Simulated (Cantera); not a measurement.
Charge: 1 mol SiH4, 2.8 mol NH3, 6 mol H2, equilibrated at 99.0 Pa.

Equilibrium computed with Cantera from the NASA thermochemical tables; the gas is ideal and each condensed phase is pure. Candidate condensed phases: Si, Si3N4; 18 gas species. Gases not in the tables: Si2H6 and higher silanes. Rates play no part.

Problem. Which condensed phases are stable at each of these points (T (K)): 1625, 1675, 1725, 1775, 1825, 1875, 1925, 1975, 2025?

Solution. 
```tsv
T (K)	condensed phases	Si condensed (%)
1625	Si(s)	99.7
1675	Si(s)	99.3
1725	Si(l)	98.5
1775	Si(l)	96.7
1825	Si(l)	93.2
1875	Si(l)	86.5
1925	Si(l)	73.8
1975	Si(l)	50.3
2025	Si(l)	7.4
```

From 1625 K to 1675 K the condensed part is Si(s). From 1725 K to 2025 K the condensed part is Si(l).
